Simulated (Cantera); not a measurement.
Charge: 1 mol Fe2O3, 0.33 mol SO2, 0.049 mol CO2, held at 9300 Pa.

Method: chemical equilibrium by Gibbs-energy minimisation in Cantera with the NASA 1993 tables (ideal gas, pure condensed phases). Candidate condensed phases: C, Fe, Fe(CO)5, FeO, FeS, FeSO4, FeS2, Fe2O3, Fe2(SO4)3, Fe3O4, S; 25 gas species. Mutual solubility and eutectic melting of coexisting phases are not modelled. Kinetics and transport are ignored.

At 1077 °C, list the 4 most abundant gas species with their mole fractions, and the condensed phases.

SO2 0.869, CO2 0.129, O2 0.000886, SO3 0.000693. Condensed: Fe2O3(s) + Fe3O4(s).
